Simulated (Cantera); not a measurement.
An adiabatic, constant-volume homogeneous reactor starts with 12.8 % H₂, 18.3 % O₂, 68.8 % N₂, equivalence ratio 0.35, at 1750 K and 5.00 bar.

Cantera simulation using the H2/O2 subset of GRI-Mech 3.0, which has no nitrogen chemistry; the numbers are that mechanism's predictions, not measurements. The hydrogen kinetics of GRI-Mech 3.0 are dated; newer H2 mechanisms differ, most at raised pressure.

Question: Predict: time of steepest temperature rise; temperature at 1.00 s; equilibrium temperature; x(H₂) at 1.00 s; x(O₂) at 1.00 s; x(O) at 1.00 s; x(H₂O₂) at 1.00 s; x(HO₂) at 1.00 s.

Answer: 
```json
{
 "time_of_steepest_temperature_rise": "1.62 µs",
 "temperature at 1.00 s": "2700 K",
 "equilibrium_temperature": "2700 K",
 "x(H₂) at 1.00 s": "0.00196 (gas-phase equilibrium 0.00196)",
 "x(O₂) at 1.00 s": "0.121 (gas-phase equilibrium 0.121)",
 "x(O) at 1.00 s": "0.00469 (gas-phase equilibrium 0.00469)",
 "x(H₂O₂) at 1.00 s": "1.24e-6 (gas-phase equilibrium 1.24e-6)",
 "x(HO₂) at 1.00 s": "2.82e-5 (gas-phase equilibrium 2.82e-5)"
}
```
